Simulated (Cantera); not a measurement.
A closed system holds: 1 mol BF₃, 20 mol NH₃, 3.8 mol N₂, equilibrated at 1252 °C and 51.8 Torr.

Cantera equilibrium calculation (NASA polynomials, part measured and part estimated; ideal gas, pure solids and liquids). Candidate condensed phases: B, BN; 31 gas species. The tables' values for BF₂ are old estimates; treat these amounts as uncertain. Kinetics and transport are ignored.

Base state: H₂ 0.660, N₂ 0.305, HF 0.0176, BF₃ 0.0159, BHF₂ 0.000535, BF₂ 0.000210, H 7.32e-5 (mole fractions); condensed: BN(s).

Problem. What changes in the equilibrium state with this change: BF₃ replaced by B₂O₃?

Solution. 
```tsv
species	before	after
H₂	0.660	0.679
N₂	0.305	0.313
HBO₂	0	0.00438
HF	0.0176	0
BF₃	0.0159	0
H₂O	0	0.00146
HBO	0	0.00130
BHF₂	0.000535	0
B₂O₃	0	0.000520
BF₂	0.000210	0
BN(s), mol	0.252	0.0871
B₂O₃(l), mol	0	0.808
```
Mutual solubility and eutectic melting of coexisting phases are not modelled. Gases not in the tables: H₃BO₃. Further candidate phases: B₂O₃, B₃O₃H₃, H₂O.
